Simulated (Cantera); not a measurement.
Thermodynamics of roasting and sulfation, feed MgCO3 + H2S + H2O

Feed: 1 mol MgCO3, a varied amount of H2S, 0.14 mol H2O, at 1352 °C and 1.10 bar.

These are equilibrium values from Cantera (NASA tables, ideal gas, pure condensed phases), not measurements of a reactor. Candidate condensed phases: C, C6H6, C7H8, C8H18, H2O, H2SO4, Mg, MgCO3, MgO, Mg(OH)2, MgS, MgSO4, S; 130 gas species. Rates play no part.

```json
[
 {"n(H2S) (mol)": "0.21", "x CO2": "0.471", "x H2O": "0.197", "x CO": "0.201", "x S2": "0.0369", "x H2": "0.0271", "x H2S": "0.0113", "x SO2": "0.0492", "n MgO(s)": "1.00"},
 {"n(H2S) (mol)": "0.27", "x CO2": "0.426", "x H2O": "0.211", "x CO": "0.209", "x S2": "0.0517", "x H2": "0.0334", "x H2S": "0.0165", "x SO2": "0.0440", "n MgO(s)": "1.00"},
 {"n(H2S) (mol)": "0.34", "x CO2": "0.383", "x H2O": "0.225", "x CO": "0.215", "x S2": "0.0669", "x H2": "0.0407", "x H2S": "0.0229", "x SO2": "0.0381", "n MgO(s)": "1.00"},
 {"n(H2S) (mol)": "0.42", "x CO2": "0.341", "x H2O": "0.236", "x CO": "0.220", "x S2": "0.0820", "x H2": "0.0490", "x H2S": "0.0306", "x SO2": "0.0322", "n MgO(s)": "1.00"},
 {"n(H2S) (mol)": "0.53", "x CO2": "0.294", "x H2O": "0.247", "x CO": "0.223", "x S2": "0.0990", "x H2": "0.0603", "x H2S": "0.0413", "x SO2": "0.0255", "n MgO(s)": "1.00"},
 {"n(H2S) (mol)": "0.67", "x CO2": "0.246", "x H2O": "0.255", "x CO": "0.224", "x S2": "0.116", "x H2": "0.0743", "x H2S": "0.0551", "x SO2": "0.0193", "n MgO(s)": "1.000"},
 {"n(H2S) (mol)": "0.84", "x CO2": "0.202", "x H2O": "0.257", "x CO": "0.222", "x S2": "0.131", "x H2": "0.0908", "x H2S": "0.0717", "x SO2": "0.0140", "n MgO(s)": "1.000"},
 {"n(H2S) (mol)": "1", "x CO2": "0.170", "x H2O": "0.256", "x CO": "0.218", "x S2": "0.142", "x H2": "0.105", "x H2S": "0.0866", "x SO2": "0.0107", "n MgO(s)": "1.000"},
 {"n(H2S) (mol)": "1.3", "x CO2": "0.127", "x H2O": "0.247", "x CO": "0.209", "x S2": "0.156", "x H2": "0.131", "x H2S": "0.112", "x SO2": "0.00682", "n MgO(s)": "1.000"},
 {"n(H2S) (mol)": "1.7", "x CO2": "0.0904", "x H2O": "0.231", "x CO": "0.194", "x S2": "0.167", "x H2": "0.159", "x H2S": "0.142", "x SO2": "0.00415", "n MgO(s)": "1.000"}
]
```
x: gas mole fraction; n: condensed amount in mol.

From 0.21 mol H2S to 1.7 mol H2S the condensed part is MgO(s). The main Mg-bearing gas is Mg(OH)2 throughout.
